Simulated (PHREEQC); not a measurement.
A solution holds 0.0013 mol/kgw H2S, 0.095 mol/kgw NaCl and 0.0028 mol/kgw ZnCl2, at 25 °C. Closed to the air; pH follows from the charge balance.

Equilibrium calculation in PHREEQC: ion-association model, wateq4f.dat.

Each row changes one thing in this solution. No solid was allowed to form.

```json
[
 {"case": "as made", "pH": "3.05", "ionic strength (mol/kgw)": "0.102", "Zn+2 (mol/kgw)": "0.00203", "Zn(HS)2 (mol/kgw)": "0.000543", "ZnCl+ (mol/kgw)": "0.000216", "H2S (mol/kgw)": "0.000215", "SI of ZnS(a) (ZnS)": "+1.46", "SI of Zincite(c) (ZnO)": "-8.14"},
 {"case": "diluted 2-fold with water", "pH": "3.33", "ionic strength (mol/kgw)": "0.0513", "Zn+2 (mol/kgw)": "0.00105", "Zn(HS)2 (mol/kgw)": "0.000274", "ZnCl+ (mol/kgw)": "6.81e-5", "H2S (mol/kgw)": "0.000102", "SI of ZnS(a) (ZnS)": "+1.49", "SI of Zincite(c) (ZnO)": "-7.78"},
 {"case": "NaCl left out", "pH": "2.99", "ionic strength (mol/kgw)": "0.00779", "Zn+2 (mol/kgw)": "…", "Zn(HS)2 (mol/kgw)": "0.000559", "ZnCl+ (mol/kgw)": "2.34e-5", "H2S (mol/kgw)": "0.000182", "SI of ZnS(a) (ZnS)": "+1.54", "SI of Zincite(c) (ZnO)": "-7.97"},
 {"case": "temperature from 25 to 45 °C", "pH": "3.03", "ionic strength (mol/kgw)": "0.102", "Zn+2 (mol/kgw)": "0.00178", "Zn(HS)2 (mol/kgw)": "0.000573", "ZnCl+ (mol/kgw)": "…", "H2S (mol/kgw)": "0.000153", "SI of ZnS(a) (ZnS)": "+1.24", "SI of Zincite(c) (ZnO)": "-7.24"},
 {"case": "H2S from 0.0013 to 0.00013 mol/kgw", "pH": "4.00", "ionic strength (mol/kgw)": "0.103", "Zn+2 (mol/kgw)": "0.00246", "Zn(HS)2 (mol/kgw)": "6.13e-5", "ZnCl+ (mol/kgw)": "0.000262", "H2S (mol/kgw)": "7.41e-6", "SI of ZnS(a) (ZnS)": "+1.97", "SI of Zincite(c) (ZnO)": "-6.16"}
]
```

Complete the blanks.


- NaCl left out, Zn+2 (mol/kgw): 0.00222
- temperature from 25 to 45 °C, ZnCl+ (mol/kgw): 0.000420

Some of these states are supersaturated (in ZnS(a), Sphalerite (slow to form), for instance). At this temperature some constants are extrapolated from 25 °C, and those without enthalpy data are left unchanged. The polysulfide entries of wateq4f.dat were taken out for this run.
